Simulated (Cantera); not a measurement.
A freely propagating, adiabatic, planar premixed flame of 13.2 % CH4, 18.9 % O2, 67.9 % N2, equivalence ratio 1.4, unburnt at 525 K and 0.158 atm; mixture-averaged transport, grid criteria slope 0.08 and curve 0.16, no radiation.

Computed with Cantera and GRI-Mech 3.0 (53 species, 325 reactions). Burning velocities carry a grid error of a few per cent, more on coarse grids.

Q: Predict: laminar burning velocity; thermal thickness; peak x(CH3); peak x(O); peak x(C2H6); peak x(H2O2).

A: 
| Quantity | Result |
|---|---|
| laminar burning velocity | 97.4 cm/s |
| thermal thickness | 2.15 mm |
| peak x(CH3) | 0.00591 |
| peak x(O) | 0.000691 |
| peak x(C2H6) | 0.00210 |
| peak x(H2O2) | 3.78e-6 |
